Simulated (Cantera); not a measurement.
A Cantera script and what it prints.

```python
import numpy as np
import cantera as ct

gas_names = """
    CL CL2 H HCL H2 Si SiCL SiCL2 SiCL3 SiCL4 SiH SiHCL3 SiH2 SiH2CL2 SiH3 SiH3CL SiH4 Si2 Si3
""".split()
cond_names = """
    Si(cr) Si(L)
""".split()


# ... load() reads the species with a 1 bar reference pressure and builds the phases ...
atoms = {
    'SiCl4': {'Si': 1, 'CL': 4},
    'HCl': {'H': 1, 'CL': 1},
    'H2': {'H': 2},
}
top_T = {}  # K; cautious upper limits of use, not melting points


# ... equilibrate(T, P, feed) seeds the gas with the atoms and calls Mixture.equilibrate('TP', solver="vcs", rtol=1e-11, max_steps=5000) ...
results = []
T = 1273  # K
P = 810000  # Pa
for m in [0.65, 1.8, 3, 4.2, 5.4, 6.5, 7.7, 8.9, 10, 11, 12, 14, 15]:
    feed = {'SiCl4': 1, 'HCl': 0.8, 'H2': m}  # mol
    mix = equilibrate(T, P, feed)
    results.append((T, P, feed, dict(zip(mix.species_names, mix.species_moles))))

top = {s: max(r[3][s] / sum(r[3][g] for g in gas_names) for r in results) for s in gas_names}
cols = sorted((s for s in top if top[s] > 0.001), key=lambda s: -top[s])[:6]
seen = [c for c in cond_names if any(r[3].get(c, 0) > 1e-12 for r in results)]
print("log10 of partial pressures in bar; condensed amounts in mol")
print(f"{'n(H2)':>10s}" + "".join(f"{s[:9]:>10s}" for s in cols + seen))
for T, P, feed, n in results:
    ng = sum(n[g] for g in gas_names)
    print(f"{feed['H2']:10.4g}" + "".join(f"{np.log10(max(n[s] / ng * P / 1e5, 1e-99)):10.3f}" for s in cols)
          + "".join(f"{n.get(c, 0):10.4g}" for c in seen))
```

Result:

```
log10 of partial pressures in bar; condensed amounts in mol
     n(H2)        H2     SiCL4       HCL    SiHCL3     SiCL3   SiH2CL2
      0.65     0.310     0.504     0.440    -1.025    -1.747    -3.412
       1.8     0.587     0.314     0.298    -0.795    -1.656    -2.763
         3     0.686     0.169     0.194    -0.738    -1.648    -2.504
       4.2     0.736     0.053     0.115    -0.724    -1.659    -2.360
       5.4     0.767    -0.043     0.051    -0.725    -1.676    -2.266
       6.5     0.787    -0.120     0.002    -0.733    -1.694    -2.205
       7.7     0.803    -0.193    -0.045    -0.744    -1.713    -2.154
       8.9     0.814    -0.259    -0.085    -0.758    -1.732    -2.115
        10     0.823    -0.314    -0.119    -0.771    -1.749    -2.086
        11     0.830    -0.360    -0.146    -0.783    -1.765    -2.064
        12     0.835    -0.403    -0.172    -0.795    -1.779    -2.045
        14     0.844    -0.482    -0.217    -0.819    -1.808    -2.015
        15     0.848    -0.518    -0.238    -0.831    -1.822    -2.002
```

These are equilibrium values from Cantera (NASA tables, ideal gas, pure condensed phases), not measurements of a reactor. The tables' values for SiCl3 are old estimates; treat these amounts as uncertain.
